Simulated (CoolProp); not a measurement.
The numbers come from the reference Helmholtz-energy equation of state, Thol 2016 in CoolProp.

Give the vapour pressure (bar), liquid density (kg/m³), vapour density (kg/m³), enthalpy of vaporisation (kJ/kg) of saturated hexamethyldisiloxane (MM) at 319, 339.8 K.


```csv
T (K),p (bar),liquid density (kg/m³),vapour density (kg/m³),enthalpy of vaporisation (kJ/kg)
319,0.147,737,0.917,219
339.8,0.336,714,1.99,210
```
